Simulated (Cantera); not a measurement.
Thermodynamics of fluorocarbon and chlorocarbon gases, feed CH3Cl + Si

Input: 1 mol CH3Cl, 0.041 mol Si, equilibrated at 2025 K and 0.000760 bar.

Method: chemical equilibrium by Gibbs-energy minimisation in Cantera with the NASA 1993 tables (ideal gas, pure condensed phases). Candidate condensed phases: C, C6H6, C7H8, C8H18, Si, SiC; 109 gas species. The tables' values for SiCl, SiCl3 are old estimates; treat these amounts as uncertain. The numbers say what is thermodynamically allowed, not how fast it happens.

x(H2): 0.487
x(HCl): 0.413
x(H): 0.0487
x(Cl): 0.0307
x(SiCl2): 0.0171
x(Si): 0.00161
x(SiCl): 0.000694
x(C2H2 (acetylene)): 0.000441
x(SiC2): 7.48e-5
n(C(graphite)): 0.998 mol
gas amount: 2.087 mol
log10 activity of Si(l) (absent): -1.68
